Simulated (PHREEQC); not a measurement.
Make-up at 30 °C: 18 mmol/kgw Pb(NO3)2 and 20 mmol/kgw Zn(NO3)2. Closed to the air; pH follows from the charge balance.

The numbers come from PHREEQC with the ion-association model, wateq4f.dat.

Each row changes one thing in this solution. This is a speciation only: nothing precipitates in the calculation.

| case | pH | ionic strength (mol/kgw) | NO3- (mol/kgw) | ZnOH+ (mol/kgw) | SI of Zincite(c) (ZnO) | SI of Zn(OH)2-e (Zn(OH)2) |
|---|---|---|---|---|---|---|
| as made | 4.86 | 0.104 | 0.0712 | 1.16e-6 | -3.26 | -3.89 |
| 0.034 mol/kgw HNO3 added | 1.56 | 0.136 | 0.104 | 5.49e-10 | -9.90 | -10.52 |
| Pb(NO3)2 replaced by Ni(NO3)2 at the same molality | 5.42 | … | … | 4.17e-6 | -2.15 | -2.77 |
| diluted 100-fold with water | 5.74 | 0.00113 | 0.000758 | 1.58e-7 | -3.15 | -3.78 |
| Pb(NO3)2 from 0.018 to 0.009 mol/kgw | 5.02 | … | 0.0559 | 1.77e-6 | -2.91 | -3.53 |

**Question.** Fill in the missing entries.

**Answer.** 
- Pb(NO3)2 replaced by Ni(NO3)2 at the same molality, ionic strength (mol/kgw): 0.114
- Pb(NO3)2 replaced by Ni(NO3)2 at the same molality, NO3- (mol/kgw): 0.0760
- Pb(NO3)2 from 0.018 to 0.009 mol/kgw, ionic strength (mol/kgw): 0.0827
